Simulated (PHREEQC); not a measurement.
Solution (20 °C): 3.6 mol/kgw CaCl2, 0.19 mol/kgw KCl and 2.8e-05 mol/kgw H4SiO4. Closed to the air; pH follows from the charge balance.

All values are PHREEQC results (Pitzer model, pitzer.dat), not measurements.

```
quantity               before    after
--------------------  -------  -------
pH                       5.21     4.62
H3SiO4- (mol/kgw)     6.69e-8  7.52e-8
SI of SiO2(a) (SiO2)    -0.76    -1.20
```

**Question.** Which change was made?
A) KCl from 0.19 to 0.95 mol/kgw
B) temperature from 20 to 75 °C
C) CaCl2 left out
D) CaCl2 from 3.6 to 0.36 mol/kgw
E) diluted 2-fold with water

**Answer.** B, temperature from 20 to 75 °C

This is a speciation only: nothing precipitates in the calculation. In brines, pH and single-ion activities rest on the MacInnes convention. Away from 25 °C the constants follow the database's enthalpies or fits; those with neither stay at their 25 °C values.
